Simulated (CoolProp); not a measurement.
Vapour-liquid equilibrium of CHF3 (R23) (1) + sulfur hexafluoride (2) at 14.8 bar; x and y are mole fractions of (1).

Values from CoolProp's multi-fluid Helmholtz-energy mixture model, Penoncello 2003 and Guder 2009; pair parameters Bell 2016.

| x | bubble temperature, mixture model (°C) | bubble temperature, Raoult's law (°C) | y, mixture model | y, Raoult's law |
|---|---|---|---|---|
| 0.05 | 0.8 | 4.4 | ___ | 0.095 |
| 0.2 | -9.2 | -0.5 | 0.394 | 0.333 |
| 0.35 | ___ | -4.7 | 0.526 | 0.518 |
| 0.5 | -16.7 | -8.4 | 0.619 | 0.667 |
| 0.65 | ___ | -11.7 | ___ | 0.789 |
| 0.8 | ___ | -14.6 | 0.806 | 0.890 |
| 0.95 | ___ | -17.3 | ___ | 0.975 |

Problem. Complete the blanks.

Solution. 
- 0.05, y, mixture model: 0.140
- 0.35, bubble temperature, mixture model (°C): -14.1
- 0.65, bubble temperature, mixture model (°C): -18.3
- 0.65, y, mixture model: 0.706
- 0.8, bubble temperature, mixture model (°C): -19.0
- 0.95, bubble temperature, mixture model (°C): -18.6
- 0.95, y, mixture model: 0.942

The largest gap from Raoult's law is -9.4 K in bubble temperature, at x = 0.35. y crosses x between x = 0.8 and 0.95: the model has an azeotrope there.

Pair parameters are fitted to limited data, so mixtures are less certain than the pure fluids.
